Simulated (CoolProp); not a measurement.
A single-stage vapour-compression cycle with R13: evaporating at 225.15 K (dew point), condensing at 258.15 K (bubble point), superheat 2 K, subcooling 0 K, compressor efficiency 0.6, no pressure losses. Each further row changes one setting.

The numbers come from the reference Helmholtz-energy equation of state, Platzer 1990 in CoolProp. This equation is an older, rougher fit; its heat capacities, sound speeds and derivatives of the liquid may be far off and weren't checked against measurements.

```csv
case,cooling COP,pressure ratio,discharge temperature (K),refrigerating effect (kJ/kg),volumetric capacity (kJ/m³)
as stated,3.27,2.92,286.9,98.2,2760
evaporating temperature 230.15 K,4.04,2.43,282.1,99.9,3360
condensing temperature 253.15 K,4.01,2.53,278.7,104,2920
subcooling 5 K,3.45,2.92,286.9,104,2920
superheat 12 K,3.26,2.92,298.1,105,2760
compressor efficiency 0.5,2.72,2.92,295.0,98.2,2760
```
